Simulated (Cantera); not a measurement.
Input (Python, Cantera) and output of one run.

```python
import numpy as np
import cantera as ct

gas_names = """
    Ca CaCL CaCL2 CaO Ca2 CL CLO CL2 N NO NO2 NO3 N2 N2O O O2 O3
""".split()
cond_names = """
    Ca(a) Ca(b) Ca(L) CaCL2(s) CaCL2(L) CaO(s) CaO(L)
""".split()


# ... load() reads the species with a 1 bar reference pressure and builds the phases ...
atoms = {
    'CaO': {'Ca': 1, 'O': 1},
    'Cl2': {'CL': 2},
    'N2': {'N': 2},
}
top_T = {}  # K; cautious upper limits of use, not melting points


# ... equilibrate(T, P, feed) seeds the gas with the atoms and calls Mixture.equilibrate('TP', solver="vcs", rtol=1e-11, max_steps=5000) ...
results = []
feed = {'CaO': 1, 'Cl2': 3.4, 'N2': 2.5}  # mol
T = 1850  # K
P = 21000  # Pa
mix = equilibrate(T, P, feed)
results.append((T, P, feed, dict(zip(mix.species_names, mix.species_moles))))
x = sorted(zip(gas.X, gas.species_names), reverse=True)
print(f"T = {T:g} K  P = {P:g} Pa  gas = {mix.phase_moles(0):.4g} mol")
print("   x: " + "  ".join(f"{s} {v:.3e}" for v, s in x if v > 0.0001))
print("   condensed (mol): " + ("  ".join(f"{mix.phase(i).name} {mix.phase_moles(i):.4g}"
      for i in range(1, mix.n_phases) if mix.phase_moles(i) > 1e-12) or "none"))
```

It prints:

```
T = 1850 K  P = 21000 Pa  gas = 7.673 mol
   x: CL 3.318e-01  N2 3.249e-01  CL2 1.465e-01  CaCL2 1.303e-01  O2 6.391e-02  NO 1.737e-03  CLO 6.547e-04  O 1.064e-04
   condensed (mol): none
```

Equilibrium computed with Cantera from the NASA thermochemical tables; the gas is ideal and each condensed phase is pure.
